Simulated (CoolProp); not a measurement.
Vapour-liquid equilibrium of dimethyl ether (1) + n-hexane (2) at 1.24 bar; x and y are mole fractions of (1).

Computed with CoolProp (multi-fluid Helmholtz-energy mixture model, Wu 2011 and Thol 2019; pair parameters Bell 2016).

Task: Give the bubble temperature and the first vapour's composition at x = 0.05, 0.2, 0.95. Is there an azeotrope?

Result: x = 0.05: 324.5 K, y = 0.550; x = 0.2: 287.6 K, y = 0.913; x = 0.95: 254.3 K, y = 0.998. No azeotrope shows between x = 0.05 and 0.95.

Pair parameters are fitted to limited data, so mixtures are less certain than the pure fluids.
